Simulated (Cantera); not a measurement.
Charge: 1 mol Fe(CO)5, 6.3 mol CO, 0.79 mol N2, held at 75.0 Torr.

These are equilibrium values from Cantera (NASA tables, ideal gas, pure condensed phases), not measurements of a reactor. Candidate condensed phases: C, Fe, Fe(CO)5, FeO, Fe2O3, Fe3O4; 27 gas species. Kinetics and transport are ignored.

Q: At 1177 °C, list the 3 most abundant gas species with their mole fractions, and the condensed phases.

A: CO 0.935, N2 0.0653, CO2 9.16e-5. Condensed: Fe(γ).
